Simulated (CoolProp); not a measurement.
The fluid at 298.15 K and 0.648 MPa (stagnation) flows isentropically through a choked orifice. The same conditions are run with several fluids, on thermodynamics alone (safety and materials aside).

Values from CoolProp's reference Helmholtz-energy equation of state of each fluid (sulfur hexafluoride: Guder 2009; hydrogen chloride: Thol 2018; R1132(E): Akasaka 2024; oxygen: Schmidt 1985; CH3F (R41): Lemmon 2006).

```
fluid                throat to inlet pressure ratio  mass flux (kg/(m² s))  throat temperature (K)
-------------------  ------------------------------  ---------------------  ----------------------
sulfur hexafluoride                           0.593                   3200                   283.4
hydrogen chloride                             0.530                   1730                   249.0
R1132(E)                                        [?]                   2180                   274.0
oxygen                                          [?]                   1600                     [?]
CH3F (R41)                                    0.547                   1640                   259.4
```

### Question
Fill in the missing entries.

### Answer

- R1132(E), throat to inlet pressure ratio: 0.576
- oxygen, throat to inlet pressure ratio: 0.528
- oxygen, throat temperature (K): 248.5
